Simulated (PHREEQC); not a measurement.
# Nickel, zinc or cadmium bath: an equilibrium model

Dissolve 0.0018 mol/kgw CdCl2, 0.0026 mol/kgw Na2SO4 and 0.00044 mol/kgw H2SO4 at 20 °C. Closed to the air; pH follows from the charge balance.

The numbers come from PHREEQC with the ion-association model, wateq4f.dat.

Precipitation was switched off in this run.

Task: What pH, ionic strength does the model give?

Result: pH 3.16; ionic strength 0.0123 mol/kgw.

Task: In which forms is Cl present?

Result: Cl- 93 %, CdCl+ 6.7 % of the Cl.

Complexes and solids missing from the database can't appear.
